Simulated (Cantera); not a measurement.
Feed: 1 mol CS₂, 1.2 mol O₂, equilibrated at 1 atm.

Cantera equilibrium calculation (NASA polynomials, part measured and part estimated; ideal gas, pure solids and liquids). Candidate condensed phases: C, S; 22 gas species. Rates play no part. All values below are at 2550 K.

Base state: CO 0.343, S₂ 0.234, SO₂ 0.182, SO 0.138, CO₂ 0.0699, S 0.0259, S₂O 0.00621, COS 0.00121 (mole fractions); condensed: gas only.

Question: What changes in the equilibrium state with this change: 0.2 mol NH₃ added?

Answer: 
| species | before | after |
|---|---|---|
| CO | 0.343 | 0.302 |
| S₂ | 0.234 | 0.204 |
| SO₂ | 0.182 | 0.137 |
| H₂O | 0 | 0.0490 |
| H₂ | 0 | 0.0423 |
| N₂ | 0 | 0.0357 |
| SH | 0 | 0.0172 |
| CO₂ | 0.0699 | 0.0553 |
| SO | 0.138 | 0.116 |
| S | 0.0259 | 0.0241 |
| H | 0 | 0.00637 |
| H₂S | 0 | 0.00351 |
| OH | 0 | 0.00162 |
| NO | 0 | 0.000101 |
Further candidate phases: C₆H₆, C₇H₈, C₈H₁₈, H₂O, H₂SO₄.
